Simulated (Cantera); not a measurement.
Mixture: C3H8 : O2 : N2 = 1 : 11.1 : 81 (molar parts), at 160000 Pa, adiabatic and at constant volume. Ignition delay is the time to a rise of 400 K.

Detailed kinetics in Cantera: GRI-Mech 3.0 (53 species, 325 reactions). GRI-Mech 3.0 was tuned for natural gas; its chemistry of propane as a main component is partial and can be far from experiment.

Predict: delay at 1123 K; delay at 1173 K; delay at 1223 K; delay at 1273 K; delay at 1323 K; delay at 1373 K; apparent activation energy between 1273 and 1373 K.


| Item | Value |
|---|---|
| delay at 1123 K | 33.1 ms |
| delay at 1173 K | 11.0 ms |
| delay at 1223 K | 3.92 ms |
| delay at 1273 K | 1.53 ms |
| delay at 1323 K | 0.657 ms |
| delay at 1373 K | 0.313 ms |
| apparent activation energy between 1273 and 1373 K | 230 kJ/mol |
